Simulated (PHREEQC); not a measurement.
0.064 g of hydrous ferric oxide (600 m²/g; 0.2 weak and 0.005 strong sites per Fe, Dzombak-Morel constants, diffuse double layer) in 1 kg of water with 0.1 mol/kgw of an inert sodium salt and 0.00013 mol/kgw MnCl2, at 25 °C; the pH is set by adding NaOH or the inert anion's acid. No oxygen is let in. The system is closed to CO2. Precipitation was switched off in this run.

Base run: PHREEQC, ion-association model, wateq4f.dat. Each further column changes one thing. The table gives surface charge σ (C/m²).

```json
[
 {"pH": "3", "base": "0.363", "background salt from 0.1 to 0.01 mol/kgw": "0.326", "oxide from 0.064 to 0.32 g/kgw": "0.363"},
 {"pH": "3.75", "base": "0.338", "background salt from 0.1 to 0.01 mol/kgw": "0.247", "oxide from 0.064 to 0.32 g/kgw": "0.338"},
 {"pH": "4.12", "base": "0.311", "background salt from 0.1 to 0.01 mol/kgw": "?", "oxide from 0.064 to 0.32 g/kgw": "0.311"},
 {"pH": "4.88", "base": "0.229", "background salt from 0.1 to 0.01 mol/kgw": "?", "oxide from 0.064 to 0.32 g/kgw": "0.229"},
 {"pH": "5.25", "base": "0.186", "background salt from 0.1 to 0.01 mol/kgw": "0.095", "oxide from 0.064 to 0.32 g/kgw": "0.186"},
 {"pH": "6", "base": "0.112", "background salt from 0.1 to 0.01 mol/kgw": "0.051", "oxide from 0.064 to 0.32 g/kgw": "0.112"},
 {"pH": "6.75", "base": "0.061", "background salt from 0.1 to 0.01 mol/kgw": "?", "oxide from 0.064 to 0.32 g/kgw": "0.061"},
 {"pH": "7.12", "base": "0.043", "background salt from 0.1 to 0.01 mol/kgw": "0.017", "oxide from 0.064 to 0.32 g/kgw": "?"},
 {"pH": "7.88", "base": "0.024", "background salt from 0.1 to 0.01 mol/kgw": "0.010", "oxide from 0.064 to 0.32 g/kgw": "0.017"},
 {"pH": "8.25", "base": "0.021", "background salt from 0.1 to 0.01 mol/kgw": "?", "oxide from 0.064 to 0.32 g/kgw": "?"},
 {"pH": "9", "base": "0.018", "background salt from 0.1 to 0.01 mol/kgw": "?", "oxide from 0.064 to 0.32 g/kgw": "-0.018"}
]
```

### Question
Fill in the missing entries.

### Answer

- 4.12, background salt from 0.1 to 0.01 mol/kgw: 0.204
- 4.88, background salt from 0.1 to 0.01 mol/kgw: 0.125
- 6.75, background salt from 0.1 to 0.01 mol/kgw: 0.025
- 7.12, oxide from 0.064 to 0.32 g/kgw: 0.042
- 8.25, background salt from 0.1 to 0.01 mol/kgw: 0.009
- 8.25, oxide from 0.064 to 0.32 g/kgw: 0.007
- 9, background salt from 0.1 to 0.01 mol/kgw: 0.008

The oxide is taken as insoluble; below pH 4 it would dissolve.
